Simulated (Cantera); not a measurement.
# Adiabatic ignition

An adiabatic, constant-volume homogeneous reactor starts with CH₃OH : O₂ : N₂ = 1 : 2.03 : 7.62 (molar parts), at 1150 K and 1.01 bar.

Cantera simulation using GRI-Mech 3.0 (53 species, 325 reactions); the numbers are that mechanism's predictions, not measurements. GRI-Mech 3.0 was tuned for natural gas; its chemistry of methanol as a main component is partial and can be far from experiment.

```json
[
 {"t (s)": "7.00e-6", "T (K)": "1150", "P (bar)": "1.01", "x CH₃OH": "0.0939", "x O₂": "0.191", "x CH₂": "1.40e-11", "x NO": "<1e-12", "x O": "1.31e-11", "x N₂O": "<1e-12", "x C₂H₄": "<1e-12"},
 {"t (s)": "1.97e-5", "T (K)": "1150", "P (bar)": "1.01", "x CH₃OH": "0.0939", "x O₂": "0.191", "x CH₂": "1.40e-11", "x NO": "<1e-12", "x O": "1.34e-11", "x N₂O": "<1e-12", "x C₂H₄": "<1e-12"},
 {"t (s)": "5.52e-5", "T (K)": "1150", "P (bar)": "1.01", "x CH₃OH": "0.0939", "x O₂": "0.191", "x CH₂": "1.40e-11", "x NO": "<1e-12", "x O": "1.38e-11", "x N₂O": "<1e-12", "x C₂H₄": "<1e-12"},
 {"t (s)": "0.000155", "T (K)": "1150", "P (bar)": "1.01", "x CH₃OH": "0.0939", "x O₂": "0.191", "x CH₂": "1.40e-11", "x NO": "<1e-12", "x O": "1.42e-11", "x N₂O": "<1e-12", "x C₂H₄": "<1e-12"},
 {"t (s)": "0.000435", "T (K)": "1150", "P (bar)": "1.01", "x CH₃OH": "0.0939", "x O₂": "0.191", "x CH₂": "1.40e-11", "x NO": "<1e-12", "x O": "1.44e-11", "x N₂O": "<1e-12", "x C₂H₄": "<1e-12"},
 {"t (s)": "0.00122", "T (K)": "1150", "P (bar)": "1.01", "x CH₃OH": "0.0939", "x O₂": "0.191", "x CH₂": "1.40e-11", "x NO": "<1e-12", "x O": "1.52e-11", "x N₂O": "4.19e-12", "x C₂H₄": "<1e-12"},
 {"t (s)": "0.00343", "T (K)": "1150", "P (bar)": "1.01", "x CH₃OH": "0.0939", "x O₂": "0.191", "x CH₂": "1.40e-11", "x NO": "<1e-12", "x O": "2.01e-11", "x N₂O": "3.25e-11", "x C₂H₄": "2.29e-12"},
 {"t (s)": "0.00965", "T (K)": "1150", "P (bar)": "1.01", "x CH₃OH": "0.0938", "x O₂": "0.191", "x CH₂": "1.41e-11", "x NO": "<1e-12", "x O": "6.41e-11", "x N₂O": "2.55e-10", "x C₂H₄": "5.74e-12"},
 {"t (s)": "0.0271", "T (K)": "2671", "P (bar)": "2.51", "x CH₃OH": "<1e-12", "x O₂": "0.0469", "x CH₂": "<1e-12", "x NO": "0.0117", "x O": "0.00437", "x N₂O": "1.04e-6", "x C₂H₄": "<1e-12"},
 {"t (s)": "0.0761", "T (K)": "2668", "P (bar)": "2.51", "x CH₃OH": "<1e-12", "x O₂": "0.0462", "x CH₂": "<1e-12", "x NO": "0.0131", "x O": "0.00431", "x N₂O": "1.06e-6", "x C₂H₄": "<1e-12"},
 {"t (s)": "0.214", "T (K)": "2668", "P (bar)": "2.51", "x CH₃OH": "<1e-12", "x O₂": "0.0462", "x CH₂": "<1e-12", "x NO": "0.0131", "x O": "0.00431", "x N₂O": "1.06e-6", "x C₂H₄": "<1e-12"},
 {"t (s)": "0.600", "T (K)": "2668", "P (bar)": "2.51", "x CH₃OH": "<1e-12", "x O₂": "0.0462", "x CH₂": "<1e-12", "x NO": "0.0131", "x O": "0.00431", "x N₂O": "1.06e-6", "x C₂H₄": "<1e-12"}
]
```
x: mole fraction; the columns are a selection and need not sum to one.

| Item | Value |
|---|---|
| time of steepest temperature rise | 23.4 ms |
| temperature at 0.600 s | 2668 K |
| equilibrium temperature | 2668 K |
| x(CH₃OH) at 0.600 s | <1e-12 (gas-phase equilibrium <1e-12) |
| x(O₂) at 0.600 s | 0.0462 (gas-phase equilibrium 0.0462) |
| x(CH₂) at 0.600 s | <1e-12 (gas-phase equilibrium <1e-12) |
